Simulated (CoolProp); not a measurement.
The numbers come from the reference Helmholtz-energy equation of state, Lemmon 2013 in CoolProp.

**Question.** For propylene, give the phase and the cv (kJ/(kg K)), conductivity (mW/(m K)), Prandtl number at 301.85 °C and 1.63 MPa; 301.85 °C and 14.6 MPa; 301.85 °C and 22.8 MPa.

**Answer.** 
- 301.85 °C and 1.63 MPa: gas; cv 2.30, conductivity 56.9, Prandtl number 0.731
- 301.85 °C and 14.6 MPa: supercritical; cv 2.35, conductivity 68.6, Prandtl number 1.06
- 301.85 °C and 22.8 MPa: supercritical; cv 2.37, conductivity 76.9, Prandtl number 1.25

Viscosity comes from a separate model (Huber 2003), an estimate that may be off by 10 % or more. Thermal conductivity comes from a separate model (Huber 2003), an estimate that may be off by 10 % or more.
